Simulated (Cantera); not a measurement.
# Nitride etching: Si3N4 + H2 + N2

A closed system holds: 1 mol Si3N4, 2.4 mol H2, 13 mol N2, equilibrated at 1050 K and 49.0 Pa.

These are equilibrium values from Cantera (NASA tables, ideal gas, pure condensed phases), not measurements of a reactor. Candidate condensed phases: Si, Si3N4; 18 gas species. The numbers say what is thermodynamically allowed, not how fast it happens.

```json
{
  "x(N2)": "0.844",
  "x(H2)": "0.156",
  "n(Si3N4(s))": "1.00 mol",
  "gas_amount": "15.40 mol",
  "log10 activity of Si(s) (absent)": "-4.32"
}
```
